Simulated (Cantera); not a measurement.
A diamond (100) surface in a fixed gas of H2 with x(CH4) = 0.004, x(H) = 0.004, x(CH3) = 1.4e-05, 0.170 bar; coverages are run to steady state.

Cantera simulation using the Harris–Goodwin 1993 mechanism for the reconstructed diamond (100) surface; the numbers are that mechanism's predictions, not measurements.

θ: site fractions in the mechanism's names (c6HH fully hydrogenated, c6H* and c6*H radical sites, c6** diradical, c6HM methylated).

```
T (K)  growth (µm/h)  θ c6HH  θ c6H*  θ c6*H   θ c6**    θ c6HM
-----  -------------  ------  ------  ------  -------  --------
950              ___   0.642  0.0142   0.334  0.00665   0.00234
1000             ___   0.596  0.0184   0.373  0.00963   0.00187
1050             ___   0.553  0.0230   0.409   0.0133   0.00148
1100            1.65   0.513  0.0279   0.440   0.0178   0.00112
1150            1.62   0.476  0.0330   0.466   0.0230  0.000766
1200             ___   0.444  0.0383   0.489   0.0287  0.000447
1250             ___   0.414  0.0436   0.507   0.0350  0.000221
1300             ___   0.389  0.0489   0.521   0.0415   9.75e-5
1350             ___   0.366  0.0540   0.531   0.0481   4.10e-5
1400           0.576   0.347  0.0590   0.539   0.0546   1.70e-5
```

Question: Some entries are withheld; supply them.

Answer: 
- 950, growth (µm/h): 0.981
- 1000, growth (µm/h): 1.24
- 1050, growth (µm/h): 1.48
- 1200, growth (µm/h): 1.36
- 1250, growth (µm/h): 1.01
- 1300, growth (µm/h): 0.753
- 1350, growth (µm/h): 0.625
